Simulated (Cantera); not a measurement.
Cantera run:

```python
import numpy as np
import cantera as ct

gas_names = """
    Electron C C+ C- CH CH+ CH2 CH3 CH2OH CH3O CH4 CH3OH CO CO+ CO2 CO2+ COOH C2 C2+ C2- C2H CHCO,ketyl
    C2H2,acetylene C2H2,vinylidene CH2CO,ketene C2H3,vinyl CH3CO,acetyl C2H4 C2H4O,ethylen
    CH3CHO,ethanal CH3COOH (HCOOH)2 C2H5 C2H6 CH3OCH3 C2H5OH C2O C3 C3H3,propargyl C3H4,allene
    C3H4,propyne C3H4,cyclo- C3H5,allyl C3H6,propylene C3H6,cyclo- C3H6O C3H7,n-propyl C3H7,i-propyl
    C3H8 C3H8O,1propanol C3H8O,2propanol C3O2 C4 C4H2 C4H4,1,3-cyclo- C4H6,butadiene C4H6,2-butyne
    C4H6,cyclo- C4H8,1-butene C4H8,cis2-buten C4H8,tr2-butene C4H8,isobutene C4H8,cyclo- (CH3COOH)2
    C4H9,n-butyl C4H9,i-butyl C4H9,s-butyl C4H9,t-butyl C4H10,isobutane C4H10,n-butane C5 C5H6,1,3cyclo-
    C5H8,cyclo- C5H10,1-pentene C5H10,cyclo- C5H11,pentyl C5H11,t-pentyl C5H12,n-pentane C5H12,i-pentane
    CH3C(CH3)2CH3 C6H2 C6H5,phenyl C6H5O,phenoxy C6H6 C6H5OH,phenol C6H10,cyclo- C6H12,1-hexene
    C6H12,cyclo- C6H13,n-hexyl C7H7,benzyl C7H8 C7H8O,cresol C7H14,1-heptene C7H15,n-heptyl
    C7H16,n-heptane C8H8,styrene C8H10,ethylbenz C8H16,1-octene C8H17,n-octyl C8H18,isooctane
    C8H18,n-octane C9H19,n-nonyl C10H8,naphthale C10H21,n-decyl C12H9,o-bipheny C12H10,bipheny H H+ H-
    HCO HCO+ HO2 H2 H2+ H2- HCHO,formaldehy HCOOH H2O H2O+ H2O2 H3O+ Mg Mg+ MgH MgO MgOH MgOH+ MgO2H2
    Mg2 O O+ O- OH OH+ OH- O2 O2+ O2- O3
""".split()
cond_names = """
    C(gr) C6H6(L) C7H8(L) C8H18(L),n-octa H2O(s) H2O(L) Mg(cr) Mg(L) MgCO3(s) MgO(s) MgO(L) MgO2H2(s)
""".split()


def load(file, names, dense=False):
    # The tables refer to 1 bar. Condensed volumes are neglected.
    table = {s.name: s for s in ct.Species.list_from_file(file)}
    out = []
    for n in names:
        d = dict(table[n].input_data)
        d["thermo"] = dict(d["thermo"], **{"reference-pressure": 1e5})
        if dense:
            d["equation-of-state"] = {"model": "constant-volume", "density": "1e6 g/cm^3"}
        out.append(ct.Species.from_dict(d))
    return out


gas = ct.Solution(thermo="ideal-gas", species=load("nasa_gas.yaml", gas_names))
cond = {s.name: ct.Solution(thermo="fixed-stoichiometry", species=[s], name=s.name)
        for s in load("nasa_condensed.yaml", cond_names, dense=True)}
atoms = {
    'MgO': {'Mg': 1, 'O': 1},
    'C': {'C': 1},
    'H2': {'H': 2},
}
top_T = {'C(gr)': 4500}  # K; cautious upper limits of use, not melting points


def equilibrate(T, P, feed):
    n = {}
    for name, mol in feed.items():
        for a, k in atoms[name].items():
            n[a] = n.get(a, 0.0) + k * mol
    gas.TPX = T, P, n
    mass = sum(n.values()) * gas.mean_molecular_weight
    gas.equilibrate("TP")
    valid = [c for c in cond.values() if c.min_temp <= T <= top_T.get(c.name, c.max_temp)]
    mix = ct.Mixture([(gas, mass / gas.mean_molecular_weight)] + [(c, 0.0) for c in valid])
    mix.T, mix.P = T, P
    mix.equilibrate("TP", solver="vcs", rtol=1e-11, max_steps=5000)
    return mix


results = []
feed = {'MgO': 1, 'C': 0.072, 'H2': 0.052}  # mol
P = 23  # Pa
for T in [2000, 2250, 2500, 2750, 3000, 3250, 3500, 3750, 4000, 4250, 4500, 4750, 5000]:
    mix = equilibrate(T, P, feed)
    results.append((T, P, feed, dict(zip(mix.species_names, mix.species_moles))))

top = {s: max(r[3][s] / sum(r[3][g] for g in gas_names) for r in results) for s in gas_names}
cols = sorted((s for s in top if top[s] > 0.0001), key=lambda s: -top[s])[:9]
seen = [c for c in cond_names if any(r[3].get(c, 0) > 1e-12 for r in results)]
print("log10 of partial pressures in bar; condensed amounts in mol")
print(f"{'T/K':>10s}" + "".join(f"{s[:9]:>10s}" for s in cols + seen))
for T, P, feed, n in results:
    ng = sum(n[g] for g in gas_names)
    print(f"{T:10.4g}" + "".join(f"{np.log10(max(n[s] / ng * P / 1e5, 1e-99)):10.3f}" for s in cols)
          + "".join(f"{n.get(c, 0):10.4g}" for c in seen))
```

Output:

```
log10 of partial pressures in bar; condensed amounts in mol
       T/K        Mg         O        CO  Electron       Mg+        H2        O2         H       CO2    MgO(s)
      2000    -4.050    -7.482    -4.121   -10.471   -10.471    -4.359    -8.615    -4.968    -5.550    0.9183
      2250    -3.915    -4.773    -4.656    -9.269    -9.269    -5.443    -4.679    -4.851    -4.922    0.7386
      2500    -3.920    -4.177    -5.110    -8.358    -8.358    -6.771    -4.676    -4.985    -6.014         0
      2750    -3.953    -4.027    -5.101    -7.622    -7.622    -7.571    -5.349    -4.950    -6.864         0
      3000    -3.960    -4.000    -5.103    -6.995    -6.995    -8.288    -6.107    -4.946    -7.678         0
      3250    -3.963    -3.996    -5.104    -6.459    -6.459    -8.904    -6.787    -4.945    -8.383         0
      3500    -3.967    -3.996    -5.106    -5.997    -5.997    -9.435    -7.378    -4.946    -8.991         0
      3750    -3.976    -3.999    -5.109    -5.598    -5.598    -9.900    -7.895    -4.949    -9.521         0
      4000    -3.996    -4.005    -5.115    -5.251    -5.251   -10.315    -8.354    -4.955    -9.991         0
      4250    -4.032    -4.015    -5.130    -4.954    -4.954   -10.693    -8.771    -4.966   -10.419         0
      4500    -4.097    -4.032    -5.169    -4.704    -4.704   -11.046    -9.156    -4.984   -10.832         0
      4750    -4.205    -4.053    -5.282    -4.504    -4.504   -11.384    -9.514    -5.011   -11.287         0
      5000    -4.369    -4.076    -5.557    -4.356    -4.356   -11.706    -9.842    -5.045   -11.871         0
```

Cantera equilibrium calculation (NASA polynomials, part measured and part estimated; ideal gas, pure solids and liquids). The tables' values for MgH are old estimates; treat these amounts as uncertain.
